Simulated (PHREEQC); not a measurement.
Solution (20 °C): 0.015 mol/kgw CuSO4 and 0.039 mol/kgw HBF4. Closed to the air; pH follows from the charge balance.

Model: ion-association model, phreeqc.dat, run in PHREEQC.

Precipitation was switched off in this run.

Question: Predict the pH, ionic strength.

Answer: pH 1.59; ionic strength 0.0739 mol/kgw.

Question: In which forms is Cu present?

Answer: Cu+2 83 %, CuSO4 17 % of the Cu.

Real BF4- forms and hydrolyses slowly; the run takes it at equilibrium.
